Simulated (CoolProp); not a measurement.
The numbers come from the reference Helmholtz-energy equation of state, Zhou 2016 in CoolProp.

Q: For R245ca, give the phase and the density (kg/m³), cv (kJ/(kg K)), speed of sound (m/s), Joule-Thomson coefficient (K/MPa) at 117.75 °C and 1.45 MPa.

A: 
- 117.75 °C and 1.45 MPa: liquid; density 1110, cv 1.12, speed of sound 359, Joule-Thomson coefficient 0.289
